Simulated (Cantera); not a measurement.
Charge: 1 mol MgO, 0.012 mol N2, held at 1950 °C and 10000 Pa.

These are equilibrium values from Cantera (NASA tables, ideal gas, pure condensed phases), not measurements of a reactor. Candidate condensed phases: Mg, MgO; 13 gas species. The numbers say what is thermodynamically allowed, not how fast it happens.

Base state: N2 0.998, Mg 0.000865, NO 0.000416, O2 0.000162, O 0.000126, MgO 1.06e-5 (mole fractions); condensed: MgO(s).

**Question.** What changes in the equilibrium state with this change: MgO replaced by AlN?

**Answer.** 
| species | before | after |
|---|---|---|
| N2 | 0.998 | 0.971 |
| Al | 0 | 0.0294 |
| Mg | 0.000865 | 0 |
| NO | 0.000416 | 0 |
| O2 | 0.000162 | 0 |
| O | 0.000126 | 0 |
| MgO | 1.06e-5 | 0 |
| MgO(s), mol | 1.000 | 0 |
| AlN(s), mol | 0 | 1.000 |
Further candidate phases: Al, AlN.
